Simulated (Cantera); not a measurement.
**Al + Cl2 + N2 (aluminium and copper etching)**

Charge: 1 mol Al, 3.5 mol Cl2, 1.9 mol N2, at 2.60e-5 bar.

These are equilibrium values from Cantera (NASA tables, ideal gas, pure condensed phases), not measurements of a reactor. Candidate condensed phases: Al, AlCl3, AlN; 11 gas species. The tables' values for AlCl2 are old estimates; treat these amounts as uncertain. Equilibrium is a limit: real reactors are often held back by kinetics, nucleation or transport.

```json
[
 {"T (K)": "825", "x Cl": "0.00205", "x Cl2": "0.407", "x N2": "0.387", "x AlCl3": "0.204", "x AlCl2": "<1e-12", "x Al2Cl6": "2.11e-6"},
 {"T (K)": "875", "x Cl": "0.00574", "x Cl2": "0.404", "x N2": "0.387", "x AlCl3": "0.203", "x AlCl2": "1.14e-12", "x Al2Cl6": "7.88e-7"},
 {"T (K)": "925", "x Cl": "0.0143", "x Cl2": "0.398", "x N2": "0.385", "x AlCl3": "0.203", "x AlCl2": "1.07e-11", "x Al2Cl6": "3.28e-7"},
 {"T (K)": "975", "x Cl": "0.0322", "x Cl2": "0.385", "x N2": "0.382", "x AlCl3": "0.201", "x AlCl2": "8.01e-11", "x Al2Cl6": "1.49e-7"},
 {"T (K)": "1025", "x Cl": "0.0660", "x Cl2": "0.362", "x N2": "0.375", "x AlCl3": "0.197", "x AlCl2": "4.96e-10", "x Al2Cl6": "7.19e-8"},
 {"T (K)": "1075", "x Cl": "0.123", "x Cl2": "0.322", "x N2": "0.364", "x AlCl3": "0.192", "x AlCl2": "2.63e-9", "x Al2Cl6": "3.63e-8"},
 {"T (K)": "1125", "x Cl": "0.206", "x Cl2": "0.263", "x N2": "0.348", "x AlCl3": "0.183", "x AlCl2": "1.24e-8", "x Al2Cl6": "1.89e-8"},
 {"T (K)": "1175", "x Cl": "0.310", "x Cl2": "0.190", "x N2": "0.328", "x AlCl3": "0.172", "x AlCl2": "5.37e-8", "x Al2Cl6": "1.00e-8"},
 {"T (K)": "1225", "x Cl": "0.412", "x Cl2": "0.118", "x N2": "0.308", "x AlCl3": "0.162", "x AlCl2": "2.24e-7", "x Al2Cl6": "5.56e-9"},
 {"T (K)": "1275", "x Cl": "0.489", "x Cl2": "0.0637", "x N2": "0.293", "x AlCl3": "0.154", "x AlCl2": "9.18e-7", "x Al2Cl6": "3.28e-9"},
 {"T (K)": "1325", "x Cl": "0.535", "x Cl2": "0.0313", "x N2": "0.284", "x AlCl3": "0.149", "x AlCl2": "3.68e-6", "x Al2Cl6": "2.08e-9"},
 {"T (K)": "1375", "x Cl": "0.559", "x Cl2": "0.0149", "x N2": "0.279", "x AlCl3": "0.147", "x AlCl2": "1.41e-5", "x Al2Cl6": "1.41e-9"},
 {"T (K)": "1425", "x Cl": "0.570", "x Cl2": "0.00715", "x N2": "0.277", "x AlCl3": "0.146", "x AlCl2": "5.03e-5", "x Al2Cl6": "9.92e-10"},
 {"T (K)": "1475", "x Cl": "0.575", "x Cl2": "0.00354", "x N2": "0.276", "x AlCl3": "0.145", "x AlCl2": "0.000167", "x Al2Cl6": "7.23e-10"}
]
```
x: gas mole fraction; nothing condenses.

From 825 K to 1475 K nothing is condensed. The main Al-bearing gas is AlCl3 throughout.
